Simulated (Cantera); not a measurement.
A Cantera script and what it prints.

```python
import numpy as np
import cantera as ct

gas_names = """
    Ca CaCL CaCL2 CaO CaOH CaO2H2 Ca2 CL CLO CL2 H HCL HNO HNO2 HNO3 HOCL HO2 H2 H2O H2O2 N NH NH2 NH3
    NH2OH NO NO2 NO3 N2 N2H2 N2H4 N2O O OH O2 O3
""".split()
cond_names = """
    Ca(a) Ca(b) Ca(L) CaCL2(s) CaCL2(L) CaO(s) CaO(L) CaO2H2(s) H2O(s) H2O(L) NH4CL(a) NH4CL(b)
""".split()


# ... load() reads the species with a 1 bar reference pressure and builds the phases ...
atoms = {
    'CaO': {'Ca': 1, 'O': 1},
    'HCl': {'H': 1, 'CL': 1},
    'N2': {'N': 2},
}
top_T = {}  # K; cautious upper limits of use, not melting points


# ... equilibrate(T, P, feed) seeds the gas with the atoms and calls Mixture.equilibrate('TP', solver="vcs", rtol=1e-11, max_steps=5000) ...
results = []
feed = {'CaO': 1, 'HCl': 1.6, 'N2': 4.9}  # mol
T = 1273.15  # K
P = 990  # Pa
mix = equilibrate(T, P, feed)
results.append((T, P, feed, dict(zip(mix.species_names, mix.species_moles))))
print(gas.report(threshold=0.001))
for i in range(1, mix.n_phases):
    print(f"{mix.phase(i).name:16s} {mix.phase_moles(i):12.5e} mol")
```

Result:

```
       temperature   1273.2 K
          pressure   990 Pa
           density   0.0026171 kg/m^3
  mean mol. weight   27.983 kg/kmol
   phase of matter   gas

                          1 kg             1 kmol
                     ---------------   ---------------
          enthalpy            -22004       -6.1575e+05  J
   internal energy       -4.0028e+05       -1.1201e+07  J
           entropy             10018        2.8033e+05  J/K
    Gibbs function       -1.2776e+07       -3.5752e+08  J
 heat capacity c_p            1251.4             35019  J/K
 heat capacity c_v            954.31             26705  J/K

                      mass frac. Y      mole frac. X     chem. pot. / RT
                     ---------------   ---------------   ---------------
             CaCL2          0.013598         0.0034288           -94.779
               HCL          0.099793          0.076596            -40.83
               H2O          0.061895          0.096144           -55.475
                N2           0.82461           0.82371           -30.332
     [  +32 minor]        9.9877e-05        0.00011837

Ca(L)             0.00000e+00 mol
CaCL2(L)          5.51562e-01 mol
CaO(s)            4.28042e-01 mol
```

These are equilibrium values from Cantera (NASA tables, ideal gas, pure condensed phases), not measurements of a reactor. Mutual solubility and eutectic melting of coexisting phases are not modelled. Condensed phases not in the tables: oxide chlorides.
